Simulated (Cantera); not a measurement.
# Ignition delay

Mixture: 8.06 % CH4, 2.10 % H2, 18.9 % O2, 71.0 % N2, equivalence ratio 0.91, at 5.00 bar, adiabatic and at constant pressure. Ignition delay is the time to a rise of 400 K.

Detailed kinetics in Cantera: GRI-Mech 3.0 (53 species, 325 reactions).

```csv
T0 (K),delay (ms)
1225,1.03
1275,0.681
1325,0.455
1375,0.306
1425,0.207
1475,0.142
```

```json
{
  "apparent activation energy between 1375 and 1475 K": "130 kJ/mol"
}
```
